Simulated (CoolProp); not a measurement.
Model: reference Helmholtz-energy equation of state, Akasaka 2023, in CoolProp.

Task: Give the vapour pressure (MPa), liquid density (kg/m³), vapour density (kg/m³), enthalpy of vaporisation (kJ/kg) of saturated R1224YDZ at 36.45 °C.

Result: 
```csv
T (°C),p (MPa),liquid density (kg/m³),vapour density (kg/m³),enthalpy of vaporisation (kJ/kg)
36.45,0.218,1330,13.6,159
```
